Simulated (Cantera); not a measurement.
**Equilibrium for roasting and sulfation: FeS₂ + SO₃ + CO₂**

A closed system holds: 1 mol FeS₂, 1 mol SO₃, a varied amount of CO₂, equilibrated at 1198 K and 7.50 Torr.

Cantera equilibrium calculation (NASA polynomials, part measured and part estimated; ideal gas, pure solids and liquids). Candidate condensed phases: C, Fe, Fe(CO)₅, FeO, FeS, FeSO₄, FeS₂, Fe₂O₃, Fe₂(SO₄)₃, Fe₃O₄, S; 25 gas species. Mutual solubility and eutectic melting of coexisting phases are not modelled. FeS: taken at fixed stoichiometry. Gases not in the tables: S₃ to S₇. The numbers say what is thermodynamically allowed, not how fast it happens.

```csv
n(CO₂) (mol),x SO₂,x CO₂,x S₂,x CO,x S₂O,x SO,x COS,x S,n FeS(s),n Fe₃O₄(s)
0.3,0.732,0.141,0.118,0.00481,0.00294,0.00117,0.000119,1.75e-6,1.00,0
0.61,0.637,0.249,0.101,0.00875,0.00245,0.00105,0.000201,1.62e-6,1.00,0
0.92,0.565,0.331,0.0884,0.0119,0.00208,0.000958,0.000256,1.51e-6,1.00,0
1.2,0.512,0.391,0.0794,0.0144,0.00183,0.000888,0.000292,1.43e-6,0.999,0.000464
1.5,0.465,0.442,0.0734,0.0168,0.00164,0.000829,0.000328,1.38e-6,0.989,0.00359
1.9,0.413,0.498,0.0669,0.0196,0.00144,0.000764,0.000365,1.32e-6,0.977,0.00767
2.2,0.382,0.532,0.0628,0.0214,0.00132,0.000723,0.000386,1.27e-6,0.968,0.0107
2.5,0.355,0.561,0.0592,0.0231,0.00122,0.000687,0.000405,1.24e-6,0.959,0.0136
```
x: gas mole fraction; n: condensed amount in mol.

From 0.3 mol CO₂ to 0.92 mol CO₂ the condensed part is FeS(s). From 1.2 mol CO₂ to 2.5 mol CO₂ the condensed part is FeS(s) + Fe₃O₄(s).
